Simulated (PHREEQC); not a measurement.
City or well water: speciation

A made-up water analysis in mg/L, 25 °C, pH 7.28, pe 8.9: Na 3.41; K 11.6; Ca 6.25; Mg 5.77; Cl 21.1; S(6) as SO4 5.68; Alkalinity as HCO3 33.4; Li 0.0479.

Valence states are taken as typed.

Computed with PHREEQC (ion-association model, wateq4f.dat).

```yaml
ionic_strength: 0.00168 mol/kgw
charge_balance_error: -0.9 %
```

```tsv
species	molality	activity	log γ
Cl-	0.000595	0.000568	-0.020
HCO3-	0.000544	0.000520	-0.020
K+	0.000297	0.000283	-0.020
Mg+2	0.000234	0.000196	-0.078
Ca+2	0.000154	0.000128	-0.078
Na+	0.000148	0.000142	-0.020
CO2	6.13e-5	6.13e-5	0.000
SO4-2	5.57e-5	4.65e-5	-0.079
Li+	6.90e-6	6.60e-6	-0.019
MgSO4	2.13e-6	2.13e-6	0.000
```

No solid was allowed to form.
